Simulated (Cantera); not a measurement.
An adiabatic, constant-pressure homogeneous reactor starts with 12.2 % H2, 18.5 % O2, 69.3 % N2, equivalence ratio 0.33, at 1323 K and 500000 Pa.

Computed with Cantera and GRI-Mech 3.0 (53 species, 325 reactions). The hydrogen kinetics of GRI-Mech 3.0 are dated; newer H2 mechanisms differ, most at raised pressure.

Problem. Predict: time of steepest temperature rise; temperature at 0.300 s; equilibrium temperature; x(H2) at 0.300 s; x(O2) at 0.300 s; x(NO) at 0.300 s; x(O) at 0.300 s; x(NO2) at 0.300 s.

Solution. 
- time of steepest temperature rise = 7.00 µs
- temperature at 0.300 s = 2154 K
- equilibrium temperature = 2151 K
- x(H2) at 0.300 s = 0.000137 (gas-phase equilibrium 0.000135)
- x(O2) at 0.300 s = 0.128 (gas-phase equilibrium 0.127)
- x(NO) at 0.300 s = 0.00721 (gas-phase equilibrium 0.00848)
- x(O) at 0.300 s = 0.000322 (gas-phase equilibrium 0.000315)
- x(NO2) at 0.300 s = 1.71e-5 (gas-phase equilibrium 2.01e-5)
